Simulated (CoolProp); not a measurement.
n-heptane along the isobar 1880 kPa: density (kg/m³) from the reference equation and from simpler models built on Tc = 541.2 K, pc = 2774 kPa, ω = 0.349; each cubic takes its own stable root.

Values from CoolProp's reference Helmholtz-energy equation of state, Span 2003. It is a short technical equation, of lower accuracy than the large ones.

```tsv
T (K)	phase	reference	van der Waals	Soave-Redlich-Kwong
300.9	liquid	679.0	396.5	604.1
331.8	liquid	?	?	?
362.6	liquid	625.5	368.2	559.3
393.5	liquid	596.3	351.6	531.6
424.4	liquid	564.2	332.5	?
455.3	liquid	?	309.1	458.6
486.1	liquid	481.1	276.7	406.2
517	gas	75.33	?	70.07
547.9	gas	57.96	?	56.42
```

Q: Some entries are withheld; supply them.

A: 
- 331.8, reference: 652.8
- 331.8, van der Waals: 383.0
- 331.8, Soave-Redlich-Kwong: 583.2
- 424.4, Soave-Redlich-Kwong: 498.8
- 455.3, reference: 527.3
- 517, van der Waals: 62.99
- 547.9, van der Waals: 54.76
